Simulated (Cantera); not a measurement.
## Hydrocarbon pyrolysis for carbon deposition

An isothermal, constant-pressure homogeneous reactor starts with C₃H₈ : H₂ = 1 : 31 (molar parts), at 1373 K and 1.01 bar.

Model: GRI-Mech 3.0 (53 species, 325 reactions), integrated in Cantera. GRI-Mech 3.0 was tuned for natural gas; its chemistry of propane as a main component is partial and can be far from experiment. GRI-Mech 3.0 stops at C3 and has no aromatics, soot or wall deposition, so with more carbon than oxygen in the feed, carbon stays in small species such as C2H2 where larger ones or solid carbon would form.

```
t (s)      x C₃H₈   x H₂     x CH₃     x CH₂     x CH₄
--------  -------  -----  --------  --------  --------
1.00e-5    0.0306  0.968  0.000142   4.09e-9  0.000448
3.35e-5    0.0264  0.964  0.000318   2.55e-8   0.00433
0.000112   0.0126  0.951  0.000225   1.93e-8    0.0178
0.000377  0.00159  0.940   5.78e-5   2.77e-9    0.0295
0.00126   7.37e-5  0.939   1.65e-5  3.00e-10    0.0318
0.00423   8.76e-7  0.938   1.20e-5  1.60e-10    0.0326
0.0142    4.86e-7  0.938   1.13e-5  1.34e-10    0.0345
0.0475    3.10e-7  0.936   1.03e-5  9.99e-11    0.0383
0.159     2.34e-7  0.932   1.01e-5  7.96e-11    0.0460
0.534     1.54e-7  0.924   9.82e-6  5.63e-11    0.0607
1.79      5.53e-8  0.914   8.14e-6  2.94e-11    0.0788
6.00      1.31e-8  0.909   6.50e-6  1.64e-11    0.0893
```
x: mole fraction; the columns are a selection and need not sum to one.

Equilibrium at this temperature and pressure: C₃H₈ 9.67e-9, H₂ 0.908, CH₃ 6.30e-6, CH₂ 1.52e-11, CH₄ 0.0905 (gas phase only).
